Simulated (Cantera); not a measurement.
An isothermal, constant-pressure homogeneous reactor starts with C2H6 : H2 : N2 = 1 : 1.3 : 0.019 (molar parts), at 1350 K and 1.00 bar.

Detailed kinetics in Cantera: GRI-Mech 3.0 (53 species, 325 reactions). GRI-Mech 3.0 stops at C3 and has no aromatics, soot or wall deposition, so with more carbon than oxygen in the feed, carbon stays in small species such as C2H2 where larger ones or solid carbon would form.

One state of this run: x C2H6 = 0.000704; x H2 = 0.442; x CH4 = 0.421; x C2H4 = 0.0517; x C2H2 = 0.0784. x: mole fraction; the columns are a selection and need not sum to one.

Which value of t (s) does it belong to?
A) 0.00291
B) 0.344
C) 0.000121
D) 40.7

D, 40.7
